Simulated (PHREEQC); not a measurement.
Solution (25 °C): 110 mmol/kgw H2SO4 and 56 mmol/kgw FeSO4. Closed to the air; pH follows from the charge balance.

Model: ion-association model, phreeqc.dat, run in PHREEQC.

Each row changes one thing in this solution. No solid was allowed to form.

```tsv
case	pH	ionic strength (mol/kgw)	HSO4- (mol/kgw)	SO4-2 (mol/kgw)
as made	1.08	0.240	0.104	0.0353
FeSO4 left out	0.98	0.151	0.0895	0.0205
H2SO4 left out	5.88	0.131	1.87e-6	0.0327
0.18 mol/kgw LiOH added	2.05	0.352	0.0262	0.0941
H2SO4 replaced by ZnSO4 at the same molality	5.60	0.329	5.15e-6	0.0631
FeSO4 from 0.056 to 0.028 mol/kgw	1.03	0.195	0.0978	0.0274
```
